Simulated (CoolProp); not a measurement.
Saturation properties of methanol (Tc = 240.2 °C, pc = 8.216 MPa, ω = 0.565).

Model: reference Helmholtz-energy equation of state, de Reuck 1993, in CoolProp.

```
T (°C)   p (MPa)  enthalpy of vaporisation (kJ/kg)  vapour Z  liquid conductivity (mW/(m K))
------  --------  --------------------------------  --------  ------------------------------
-12.05  0.001824                              1221    0.9903                             [?]
-3.85        [?]                              1210    0.9878                             206
4.35         [?]                              1199    0.9849                             [?]
12.45   0.008568                              1188    0.9816                             203
20.65    0.01350                              1176    0.9779                             201
28.85    0.02068                              1163    0.9736                             199
36.95        [?]                              1150    0.9688                             [?]
45.15    0.04495                              1136    0.9633                             196
```

Task: Some entries are withheld; supply them.

Result: 
- -12.05, liquid conductivity (mW/(m K)): 207
- -3.85, p (MPa): 0.003169
- 4.35, p (MPa): 0.005312
- 4.35, liquid conductivity (mW/(m K)): 204
- 36.95, p (MPa): 0.03077
- 36.95, liquid conductivity (mW/(m K)): 198

It boils at 64.5 °C under 1 atm.

Thermal conductivity comes from a separate model (Sykioti 2013).
